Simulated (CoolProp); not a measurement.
500 sccm (0 °C, 1 atm) of nitrogen bubbles through liquid n-octane at 366.4 K and leaves saturated at a total pressure of 0.15 MPa (ideal gas phase). Each further row changes one setting.

Model: reference Helmholtz-energy equation of state, Beckmüller 2019, in CoolProp.

```csv
case,vapour pressure (kPa),mole fraction of vapour,delivery (mg/min),delivery (sccm),change of delivery for a bath 1 K warmer (%)
as stated,37.4,0.250,847,166,4.7
bath temperature 371.4 K,44.3,0.295,1070,209,4.8
total pressure 0.3 MPa,37.4,0.125,363,71.3,4.0
```
